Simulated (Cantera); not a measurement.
Charge: 1 mol TiO2, 0.042 mol H2O, 0.3 mol Cl2, held at 1273.15 K and 9.40 bar.

Cantera equilibrium calculation (NASA polynomials, part measured and part estimated; ideal gas, pure solids and liquids). Candidate condensed phases: H2O, Ti, TiCl2, TiCl3, TiCl4, TiO, TiO2, Ti2O3, Ti3O5, Ti4O7; 23 gas species. Gases not in the tables: TiO(OH)2. Kinetics and transport are ignored.

Base state: Cl2 0.713, HCl 0.224, O2 0.0564, H2O 0.00376, Cl 0.00267, TiCl4 0.000467, ClO 6.71e-5, HOCl 4.09e-5 (mole fractions); condensed: TiO2(rutile).

Problem. What changes in the equilibrium state with this change: temperature from 1273.15 K to 750 K?

Solution. 
| species | before | after |
|---|---|---|
| Cl2 | 0.713 | 0.778 |
| HCl | 0.224 | 0.138 |
| H2O | 0.00376 | 0.0497 |
| O2 | 0.0564 | 0.0344 |
| TiCl4 | 0.000467 | 7.46e-9 |
| Cl | 0.00267 | 7.80e-7 |
| ClO | 6.71e-5 | 6.72e-8 |
| HOCl | 4.09e-5 | 6.65e-6 |
| TiO2(rutile), mol | 1.000 | 1.00 |
Condensed phases not in the tables: TiOCl.
